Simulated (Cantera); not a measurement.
An adiabatic, constant-volume homogeneous reactor starts with CH₄ : O₂ : N₂ = 1 : 2.99 : 11.2 (molar parts), equivalence ratio 0.67, at 1600 K and 9750 Torr. Integrator tolerance rtol = 1e-08.

Cantera simulation using GRI-Mech 3.0 (53 species, 325 reactions); the numbers are that mechanism's predictions, not measurements. The pressure lies above the range GRI-Mech 3.0 was tuned for (to about 10 atm).

### Question
What does this change do: pressure from 9750 Torr to 14300 Torr?

### Answer
```csv
quantity,before,after
time of steepest temperature rise,50.9 µs,37.0 µs
temperature at 3.00 s,2939 K,2960 K
equilibrium temperature,2939 K,2960 K
x(CH₄) at 3.00 s,<1e-12 (gas-phase equilibrium <1e-12),<1e-12 (gas-phase equilibrium <1e-12)
x(O₂) at 3.00 s,0.0553 (gas-phase equilibrium 0.0553),0.0548 (gas-phase equilibrium 0.0548)
x(NO) at 3.00 s,0.0217 (gas-phase equilibrium 0.0217),0.0222 (gas-phase equilibrium 0.0222)
x(CH₂) at 3.00 s,<1e-12 (gas-phase equilibrium <1e-12),<1e-12 (gas-phase equilibrium <1e-12)
x(OH) at 3.00 s,0.0162 (gas-phase equilibrium 0.0162),0.0155 (gas-phase equilibrium 0.0155)
x(HO₂) at 3.00 s,3.34e-5 (gas-phase equilibrium 3.34e-5),3.81e-5 (gas-phase equilibrium 3.81e-5)
x(NO₂) at 3.00 s,3.31e-5 (gas-phase equilibrium 3.31e-5),4.02e-5 (gas-phase equilibrium 4.02e-5)
```

### Question
What does this change do: constant pressure in place of constant volume?

### Answer
```csv
quantity,before,after
time of steepest temperature rise,50.9 µs,54.5 µs
temperature at 3.00 s,2939 K,2741 K
equilibrium temperature,2939 K,2741 K
x(CH₄) at 3.00 s,<1e-12 (gas-phase equilibrium <1e-12),<1e-12 (gas-phase equilibrium <1e-12)
x(O₂) at 3.00 s,0.0553 (gas-phase equilibrium 0.0553),0.0570 (gas-phase equilibrium 0.0570)
x(NO) at 3.00 s,0.0217 (gas-phase equilibrium 0.0217),0.0169 (gas-phase equilibrium 0.0169)
x(CH₂) at 3.00 s,<1e-12 (gas-phase equilibrium <1e-12),<1e-12 (gas-phase equilibrium <1e-12)
x(OH) at 3.00 s,0.0162 (gas-phase equilibrium 0.0162),0.0120 (gas-phase equilibrium 0.0120)
x(HO₂) at 3.00 s,3.34e-5 (gas-phase equilibrium 3.34e-5),1.99e-5 (gas-phase equilibrium 1.99e-5)
x(NO₂) at 3.00 s,3.31e-5 (gas-phase equilibrium 3.31e-5),2.24e-5 (gas-phase equilibrium 2.24e-5)
```

### Question
What does this change do: initial temperature 1600 to 1525 K?

### Answer
```
quantity                                                            before                                    after
---------------------------------  ---------------------------------------  ---------------------------------------
time of steepest temperature rise                                  50.9 µs                                  96.5 µs
temperature at 3.00 s                                               2939 K                                   2902 K
equilibrium temperature                                             2939 K                                   2902 K
x(CH₄) at 3.00 s                     <1e-12 (gas-phase equilibrium <1e-12)    <1e-12 (gas-phase equilibrium <1e-12)
x(O₂) at 3.00 s                      0.0553 (gas-phase equilibrium 0.0553)    0.0555 (gas-phase equilibrium 0.0555)
x(NO) at 3.00 s                      0.0217 (gas-phase equilibrium 0.0217)    0.0208 (gas-phase equilibrium 0.0208)
x(CH₂) at 3.00 s                     <1e-12 (gas-phase equilibrium <1e-12)    <1e-12 (gas-phase equilibrium <1e-12)
x(OH) at 3.00 s                      0.0162 (gas-phase equilibrium 0.0162)    0.0149 (gas-phase equilibrium 0.0149)
x(HO₂) at 3.00 s                   3.34e-5 (gas-phase equilibrium 3.34e-5)  3.16e-5 (gas-phase equilibrium 3.16e-5)
x(NO₂) at 3.00 s                   3.31e-5 (gas-phase equilibrium 3.31e-5)  3.32e-5 (gas-phase equilibrium 3.32e-5)
```
